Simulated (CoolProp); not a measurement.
Propylene along the isobar 636 kPa: fugacity coefficient from the reference equation and from simpler models built on Tc = 91.1 °C, pc = 4555 kPa, ω = 0.146; each cubic takes its own stable root.

Model: reference Helmholtz-energy equation of state, Lemmon 2013, in CoolProp.

| T (°C) | phase | reference | van der Waals | Redlich-Kwong | Peng-Robinson |
|---|---|---|---|---|---|
| -5.55 | liquid | 0.7032 | 0.9147 | 0.8350 | 0.7031 |
| 25.15 | gas | 0.9112 | 0.9336 | 0.9171 | 0.9084 |
| 55.95 | gas | 0.9348 | 0.9473 | 0.9370 | 0.9302 |
| 86.65 | gas | 0.9506 | 0.9574 | 0.9511 | 0.9459 |
| 117.45 | gas | 0.9618 | 0.9652 | 0.9615 | 0.9575 |
| 148.15 | gas | 0.9700 | 0.9712 | 0.9693 | 0.9663 |
| 178.85 | gas | 0.9762 | 0.9759 | 0.9752 | 0.9731 |
| 209.65 | gas | 0.9810 | 0.9797 | 0.9798 | 0.9784 |
| 240.35 | gas | 0.9848 | 0.9828 | 0.9834 | 0.9826 |
| 271.15 | gas | 0.9877 | 0.9854 | 0.9864 | 0.9859 |
| 301.85 | gas | 0.9901 | 0.9875 | 0.9887 | 0.9886 |

At some of these states van der Waals gives the other phase, because its saturation line lies elsewhere.
